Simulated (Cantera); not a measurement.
Feed: 1 mol SiH₂Cl₂, a varied amount of O₃, 5.7 mol H₂, held at 1323 K and 4.10 mbar.

Equilibrium computed with Cantera from the NASA thermochemical tables; the gas is ideal and each condensed phase is pure. Candidate condensed phases: H₂O, Si, SiO₂; 30 gas species. Mutual solubility and eutectic melting of coexisting phases are not modelled. The tables hold silica as quartz up to 1696 K and as liquid above; real silica turns to tridymite and cristobalite and melts near 1996 K. Kinetics and transport are ignored.

Which condensed phases are stable at each of these points (n(O₃) (mol)): 0.17, 0.24, 0.33, 0.45, 0.62, 0.85, 1.2, 1.6, 2.2, 3, 4.2, 5.7, 7.8?


```tsv
n(O₃) (mol)	condensed phases	Si condensed (%)
0.17	Si(s) + SiO₂(β-quartz)	49.9
0.24	Si(s) + SiO₂(β-quartz)	49.9
0.33	Si(s) + SiO₂(β-quartz)	49.9
0.45	SiO₂(β-quartz)	66.8
0.62	SiO₂(β-quartz)	92.8
0.85	SiO₂(β-quartz)	100.0
1.2	SiO₂(β-quartz)	100.0
1.6	SiO₂(β-quartz)	100.0
2.2	SiO₂(β-quartz)	100.0
3	SiO₂(β-quartz)	100.0
4.2	SiO₂(β-quartz)	100.0
5.7	SiO₂(β-quartz)	100.0
7.8	SiO₂(β-quartz)	100.0
```

From 0.17 mol O₃ to 0.33 mol O₃ the condensed part is Si(s) + SiO₂(β-quartz). From 0.45 mol O₃ to 7.8 mol O₃ the condensed part is SiO₂(β-quartz).
